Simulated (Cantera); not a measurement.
Cantera run:

```python
import numpy as np
import cantera as ct

gas_names = """
    AL ALH ALO ALOH ALO2 ALO2H AL2 AL2O AL2O2 H HALO HO2 H2 H2O H2O2 O OH O2 O3 Si SiH SiH2 SiH3 SiH4
    SiO SiO2 Si2 Si3
""".split()
cond_names = """
    AL(cr) AL(L) AL2O3(a) AL2O3(L) AL2SiO5(an) AL6Si2O13(s) H2O(s) H2O(L) Si(cr) Si(L) SiO2(Lqz)
    SiO2(hqz) SiO2(L)
""".split()


# ... load() reads the species with a 1 bar reference pressure and builds the phases ...
atoms = {
    'SiO2': {'Si': 1, 'O': 2},
    'Al2O3': {'AL': 2, 'O': 3},
    'H2O': {'H': 2, 'O': 1},
}
top_T = {'AL2SiO5(an)': 2000, 'AL6Si2O13(s)': 2100}  # K; cautious upper limits of use, not melting points


# ... equilibrate(T, P, feed) seeds the gas with the atoms and calls Mixture.equilibrate('TP', solver="vcs", rtol=1e-11, max_steps=5000) ...
results = []
feed = {'SiO2': 1, 'Al2O3': 0.18, 'H2O': 0.28}  # mol
P = 62000  # Pa
for T in [823, 923, 1023, 1123, 1223, 1323, 1423, 1523, 1623, 1723, 1823]:
    mix = equilibrate(T, P, feed)
    results.append((T, P, feed, dict(zip(mix.species_names, mix.species_moles))))

top = {s: max(r[3][s] / sum(r[3][g] for g in gas_names) for r in results) for s in gas_names}
cols = sorted((s for s in top if top[s] > 1e-06), key=lambda s: -top[s])[:7]
seen = [c for c in cond_names if any(r[3].get(c, 0) > 1e-12 for r in results)]
print("log10 of partial pressures in bar; condensed amounts in mol")
print(f"{'T/K':>10s}" + "".join(f"{s[:9]:>10s}" for s in cols + seen))
for T, P, feed, n in results:
    ng = sum(n[g] for g in gas_names)
    print(f"{T:10.4g}" + "".join(f"{np.log10(max(n[s] / ng * P / 1e5, 1e-99)):10.3f}" for s in cols)
          + "".join(f"{n.get(c, 0):10.4g}" for c in seen))
```

Result:

```
log10 of partial pressures in bar; condensed amounts in mol
       T/K       H2O        H2        O2        OH         H         O AL2SiO5(a AL6Si2O13 SiO2(Lqz) SiO2(hqz)   SiO2(L)
       823    -0.208    -8.615    -8.858   -10.412   -15.442   -17.067      0.18         0      0.82         0         0
       923    -0.208    -7.461    -7.768    -9.024   -13.342   -14.788      0.18         0         0      0.82         0
      1023    -0.208    -6.546    -6.857    -7.897   -11.656   -12.935      0.18         0         0      0.82         0
      1123    -0.208    -5.792    -6.108    -6.971   -10.267   -11.411      0.18         0         0      0.82         0
      1223    -0.208    -5.159    -5.481    -6.195    -9.102   -10.134      0.18         0         0      0.82         0
      1323    -0.208    -4.621    -4.949    -5.537    -8.110    -9.049         0      0.06         0      0.88         0
      1423    -0.208    -4.156    -4.492    -4.971    -7.256    -8.117         0      0.06         0      0.88         0
      1523    -0.208    -3.752    -4.095    -4.479    -6.512    -7.306         0      0.06         0      0.88         0
      1623    -0.208    -3.396    -3.748    -4.048    -5.859    -6.595         0      0.06         0      0.88         0
      1723    -0.209    -3.082    -3.442    -3.668    -5.280    -5.966         0      0.06         0         0      0.88
      1823    -0.210    -2.801    -3.170    -3.330    -4.764    -5.407         0      0.06         0         0      0.88
```

Cantera equilibrium calculation (NASA polynomials, part measured and part estimated; ideal gas, pure solids and liquids). Mutual solubility and eutectic melting of coexisting phases are not modelled. The tables hold silica as quartz up to 1696 K and as liquid above; real silica turns to tridymite and cristobalite and melts near 1996 K. Condensed phases not in the tables: alloys, solid solutions and most ternary compounds. Gases not in the tables: Si(OH)4.
